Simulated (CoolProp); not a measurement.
The numbers come from the reference Helmholtz-energy equation of state, de Reuck 1993 in CoolProp.

For methanol, give the phase and the cp (kJ/(kg K)), isothermal compressibility (1/MPa) at 291.1 K and 0.843 MPa; 253.2 K and 4.57 MPa; 494.9 K and 24.1 MPa.


- 291.1 K and 0.843 MPa: liquid; cp 2.49, isothermal compressibility 0.00119
- 253.2 K and 4.57 MPa: liquid; cp 2.32, isothermal compressibility 0.000899
- 494.9 K and 24.1 MPa: liquid; cp 4.48, isothermal compressibility 0.00522
